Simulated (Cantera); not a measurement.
Input (Python, Cantera) and output of one run.

```python
import numpy as np
import cantera as ct

gas_names = """
    H HO2 H2 H2O H2O2 Na NaH NaO NaOH Na2 Na2O Na2O2H2 O OH O2 O3
""".split()
cond_names = """
    H2O(s) H2O(L) Na(cr) Na(L) NaOH(a) NaOH(L) NaO2(s) Na2O(c) Na2O(a) Na2O(L) Na2O2(a) Na2O2(b)
""".split()


# ... load() reads the species with a 1 bar reference pressure and builds the phases ...
atoms = {
    'NaOH': {'Na': 1, 'O': 1, 'H': 1},
    'H2O': {'H': 2, 'O': 1},
    'H2': {'H': 2},
}
top_T = {'NaO2(s)': 800, 'Na2O2(b)': 940}  # K; cautious upper limits of use, not melting points


# ... equilibrate(T, P, feed) seeds the gas with the atoms and calls Mixture.equilibrate('TP', solver="vcs", rtol=1e-11, max_steps=5000) ...
results = []
T = 1050  # K
P = 35  # Pa
for m in [0.035, 0.053, 0.081, 0.12, 0.19, 0.28, 0.43, 0.65, 0.99, 1.5, 2.3, 3.5, 5.3]:
    feed = {'NaOH': 1, 'H2O': 3.6, 'H2': m}  # mol
    mix = equilibrate(T, P, feed)
    results.append((T, P, feed, dict(zip(mix.species_names, mix.species_moles))))

top = {s: max(r[3][s] / sum(r[3][g] for g in gas_names) for r in results) for s in gas_names}
cols = sorted((s for s in top if top[s] > 0.0001), key=lambda s: -top[s])[:8]
seen = [c for c in cond_names if any(r[3].get(c, 0) > 1e-12 for r in results)]
print("log10 of partial pressures in bar; condensed amounts in mol")
print(f"{'n(H2)':>10s}" + "".join(f"{s[:9]:>10s}" for s in cols + seen))
for T, P, feed, n in results:
    ng = sum(n[g] for g in gas_names)
    print(f"{feed['H2']:10.4g}" + "".join(f"{np.log10(max(n[s] / ng * P / 1e5, 1e-99)):10.3f}" for s in cols)
          + "".join(f"{n.get(c, 0):10.4g}" for c in seen))
```

Result:

```
log10 of partial pressures in bar; condensed amounts in mol
     n(H2)       H2O        H2      NaOH        Na   Na2O2H2
     0.035    -3.559    -7.591    -4.170    -5.283    -5.919
     0.053    -3.558    -7.202    -4.190    -5.109    -5.958
     0.081    -3.557    -6.791    -4.220    -4.935    -6.020
      0.12    -3.556    -6.390    -4.264    -4.780    -6.108
      0.19    -3.555    -5.897    -4.344    -4.614    -6.268
      0.28    -3.555    -5.474    -4.441    -4.499    -6.462
      0.43    -3.560    -5.048    -4.573    -4.413    -6.724
      0.65    -3.572    -4.714    -4.707    -4.369    -6.993
      0.99    -3.593    -4.445    -4.847    -4.353    -7.273
       1.5    -3.625    -4.230    -4.994    -4.360    -7.566
       2.3    -3.672    -4.048    -5.160    -4.389    -7.900
       3.5    -3.735    -3.903    -5.346    -4.438    -8.271
       5.3    -3.816    -3.786    -5.555    -4.509    -8.690
```

Method: chemical equilibrium by Gibbs-energy minimisation in Cantera with the NASA 1993 tables (ideal gas, pure condensed phases).
